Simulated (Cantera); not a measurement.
Cantera run:

```python
import numpy as np
import cantera as ct

gas_names = [...]  # 115 gases of nasa_gas.yaml made of C, Ca, H, O
cond_names = """
    C(gr) C6H6(L) C7H8(L) C8H18(L),n-octa Ca(a) Ca(b) Ca(L) CaCO3(caL) CaO(s) CaO(L) CaO2H2(s) H2O(s)
    H2O(L)
""".split()


# ... load() reads the species with a 1 bar reference pressure and builds the phases ...
atoms = {
    'Ca(OH)2': {'Ca': 1, 'O': 2, 'H': 2},
    'CO2': {'C': 1, 'O': 2},
}
top_T = {'C(gr)': 4500}  # K; cautious upper limits of use, not melting points


# ... equilibrate(T, P, feed) seeds the gas with the atoms and calls Mixture.equilibrate('TP', solver="vcs", rtol=1e-11, max_steps=5000) ...
results = []
T = 1898.15  # K
P = 250  # Pa
for m in [0.048, 0.072, 0.11, 0.16, 0.25, 0.37, 0.56, 0.84, 1.3, 1.9, 2.9]:
    feed = {'Ca(OH)2': 1, 'CO2': m}  # mol
    mix = equilibrate(T, P, feed)
    results.append((T, P, feed, dict(zip(mix.species_names, mix.species_moles))))

top = {s: max(r[3][s] / sum(r[3][g] for g in gas_names) for r in results) for s in gas_names}
cols = sorted((s for s in top if top[s] > 1e-06), key=lambda s: -top[s])[:9]
seen = [c for c in cond_names if any(r[3].get(c, 0) > 1e-12 for r in results)]
print("log10 of partial pressures in bar; condensed amounts in mol")
print(f"{'n(CO2)':>10s}" + "".join(f"{s[:9]:>10s}" for s in cols + seen))
for T, P, feed, n in results:
    ng = sum(n[g] for g in gas_names)
    print(f"{feed['CO2']:10.4g}" + "".join(f"{np.log10(max(n[s] / ng * P / 1e5, 1e-99)):10.3f}" for s in cols)
          + "".join(f"{n.get(c, 0):10.4g}" for c in seen))
```

It prints:

```
log10 of partial pressures in bar; condensed amounts in mol
    n(CO2)       H2O       CO2        CO        O2        H2        OH         H         O    CaO2H2    CaO(s)
     0.048    -2.643    -3.991    -4.985    -4.548    -4.261    -4.706    -5.237    -5.806    -6.997         1
     0.072    -2.652    -3.824    -4.827    -4.531    -4.279    -4.707    -5.246    -5.798    -7.007         1
      0.11    -2.668    -3.654    -4.669    -4.507    -4.306    -4.708    -5.259    -5.786    -7.022         1
      0.16    -2.687    -3.510    -4.538    -4.481    -4.338    -4.711    -5.276    -5.773    -7.042         1
      0.25    -2.720    -3.347    -4.394    -4.442    -4.390    -4.718    -5.302    -5.753    -7.074         1
      0.37    -2.760    -3.216    -4.282    -4.404    -4.450    -4.728    -5.331    -5.734    -7.114         1
      0.56    -2.817    -3.091    -4.179    -4.361    -4.528    -4.746    -5.371    -5.713    -7.171         1
      0.84    -2.889    -2.986    -4.094    -4.320    -4.621    -4.772    -5.417    -5.692    -7.243         1
       1.3    -2.987    -2.892    -4.021    -4.279    -4.739    -4.811    -5.476    -5.672    -7.341         1
       1.9    -3.088    -2.828    -3.972    -4.248    -4.856    -4.854    -5.534    -5.656    -7.443         1
       2.9    -3.218    -2.772    -3.930    -4.221    -4.999    -4.912    -5.606    -5.643    -7.572         1
```

Equilibrium computed with Cantera from the NASA thermochemical tables; the gas is ideal and each condensed phase is pure.
